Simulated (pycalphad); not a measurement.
All values are pycalphad results on the COST 507 light-alloy database (1999) (1 atm), not direct measurements. These are 1990s assessments: newer ones move some temperatures and phases. The system is extrapolated from its subsystems; higher-order compounds may be missing. Amounts are mole fractions of atoms. Kinetics are ignored, which matters at the lower temperatures.

Question: Give the equilibrium state of Mg-4.64Mn-2.33Al-0.41Si (at.%) at 930 K.

Answer: liquid, fraction 0.940, with 0.34 Mn, 0.77 Al, 0.31 Si at.%; β-Mn, fraction 0.060, with 71.4 Mn, 26.6 Al, 1.9 Si at.%.

Question: Give the equilibrium state of Mg-4.64Mn-2.33Al-0.41Si (at.%) at 370 K.

Answer: 
```
T = 370.00 K, P = 101325 Pa, N = 1 mol of atoms
G = -13864 J/mol, H = 97 J/mol, S = 37.73 J/(mol K)  (SER reference)
chemical potentials (J/mol): Mg -12291, Mn -22579, Al -49301, Si -69333
phase             fraction      x(Mg)      x(Mn)      x(Al)      x(Si)
HCP_A3              0.9180     1.0000   2.33e-07      2e-07    2.1e-14
CUB_A13             0.0697   6.03e-11     0.6657     0.3343   1.53e-06
MG2SI               0.0123     0.6667       none       none     0.3333
```

Database names, with the compositions (at.%) that they take in these runs: MG2SI: Mg 67 Si 33. HCP_A3 is hcp; CUB_A13 is β-Mn. An entry "none" or "no" means that the model of the phase leaves that element out.
